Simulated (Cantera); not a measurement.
A perfectly stirred reactor is fed with 12.8 % CH4, 0.499 % C2H6, 18.2 % O2, 68.6 % N2, equivalence ratio 1.5, at 7.90 bar; it is adiabatic with a 325 K inlet, and is followed from long to short residence time, starting on the burning branch (τ in s: 0.37, 0.13, 0.043, 0.015, 0.005, 0.0017, 0.00058, 0.0002, 6.7e-05, 2.3e-05, 7.8e-06).

Detailed kinetics in Cantera: GRI-Mech 3.0 (53 species, 325 reactions).

One state of this run: T (K) = 1925; x CH4 = 0.00976; x C2H6 = 5.27e-5; x O2 = 0.00455; x N2O = 1.49e-8; x NO = 2.33e-6. x: mole fraction; the columns are a selection and need not sum to one.

### Question
Which value of τ (s) does it belong to?
(A) 0.015
(B) 7.8e-6
(C) 0.0017
(D) 6.7e-5

### Answer
C, 0.0017
